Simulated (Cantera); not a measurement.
Feed: 1 mol SiCl4, 1 mol Cl2, 1.5 mol H2, at 598 K and 1.30 bar.

These are equilibrium values from Cantera (NASA tables, ideal gas, pure condensed phases), not measurements of a reactor. Candidate condensed phases: Si; 19 gas species. Equilibrium is a limit: real reactors are often held back by kinetics, nucleation or transport.

### Question
What is the equilibrium state?

### Answer
- x(HCl): 0.571
- x(SiCl4): 0.286
- x(H2): 0.143
- x(SiHCl3): 1.87e-6
- gas amount: 3.500 mol
- log10 activity of Si(s) (absent): -18.08
